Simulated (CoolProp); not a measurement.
A single-stage vapour-compression cycle with propane: evaporating at 272.15 K (dew point), condensing at 339.15 K (bubble point), superheat 5 K, subcooling 2 K, compressor efficiency 0.9, no pressure losses. Each further row changes one setting.

Values from CoolProp's reference Helmholtz-energy equation of state, Lemmon 2009.

| case | cooling COP | pressure ratio | discharge temperature (K) | refrigerating effect (kJ/kg) | volumetric capacity (kJ/m³) |
|---|---|---|---|---|---|
| as stated | 2.29 | 5.19 | 353.6 | 201 | 1970 |
| evaporating temperature 277.15 K | 2.60 | 4.47 | 352.6 | 207 | 2350 |
| condensing temperature 334.15 K | 2.64 | 4.70 | 348.1 | 218 | 2130 |
| subcooling 7 K | 2.48 | 5.19 | 353.6 | 218 | 2140 |
| superheat 15 K | 2.36 | 5.19 | 362.3 | 219 | 2040 |
| compressor efficiency 0.8 | 2.04 | 5.19 | 357.8 | 201 | 1970 |
